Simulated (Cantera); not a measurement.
An adiabatic, constant-volume homogeneous reactor starts with CO : H2 : O2 : N2 : H2O = 1 : 0.042 : 0.474 : 1.78 : 0.82 (molar parts), at 1748 K and 500000 Pa. Integrator tolerance rtol = 1e-08.

Computed with Cantera and GRI-Mech 3.0 (53 species, 325 reactions). The hydrogen kinetics of GRI-Mech 3.0 are dated; newer H2 mechanisms differ, most at raised pressure.

Question: What does this change do: H2 0.042 to 0.1 parts?

Answer: 
```
quantity                                                            before                                    after
---------------------------------  ---------------------------------------  ---------------------------------------
time of steepest temperature rise                                  6.58 µs                                  5.14 µs
temperature at 0.200 s                                              2881 K                                   2895 K
equilibrium temperature                                             2881 K                                   2895 K
x(CO) at 0.200 s                     0.0851 (gas-phase equilibrium 0.0851)    0.0907 (gas-phase equilibrium 0.0907)
x(H2) at 0.200 s                     0.0135 (gas-phase equilibrium 0.0135)    0.0158 (gas-phase equilibrium 0.0158)
x(O2) at 0.200 s                     0.0254 (gas-phase equilibrium 0.0254)    0.0223 (gas-phase equilibrium 0.0223)
x(N2O) at 0.200 s                  1.30e-6 (gas-phase equilibrium 1.30e-6)  1.23e-6 (gas-phase equilibrium 1.23e-6)
x(HO2) at 0.200 s                  1.63e-5 (gas-phase equilibrium 1.63e-5)  1.56e-5 (gas-phase equilibrium 1.56e-5)
x(H2O) at 0.200 s                      0.199 (gas-phase equilibrium 0.199)      0.209 (gas-phase equilibrium 0.209)
```

Question: What does this change do: CO 1 to 0.36 parts?

Answer: 
| quantity | before | after |
|---|---|---|
| time of steepest temperature rise | 6.58 µs | 7.81 µs |
| temperature at 0.200 s | 2881 K | 2525 K |
| equilibrium temperature | 2881 K | 2525 K |
| x(CO) at 0.200 s | 0.0851 (gas-phase equilibrium 0.0851) | 0.00600 (gas-phase equilibrium 0.00600) |
| x(H2) at 0.200 s | 0.0135 (gas-phase equilibrium 0.0135) | 0.00235 (gas-phase equilibrium 0.00235) |
| x(O2) at 0.200 s | 0.0254 (gas-phase equilibrium 0.0254) | 0.0771 (gas-phase equilibrium 0.0771) |
| x(N2O) at 0.200 s | 1.30e-6 (gas-phase equilibrium 1.30e-6) | 1.44e-6 (gas-phase equilibrium 1.44e-6) |
| x(HO2) at 0.200 s | 1.63e-5 (gas-phase equilibrium 1.63e-5) | 1.85e-5 (gas-phase equilibrium 1.85e-5) |
| x(H2O) at 0.200 s | 0.199 (gas-phase equilibrium 0.199) | 0.252 (gas-phase equilibrium 0.252) |
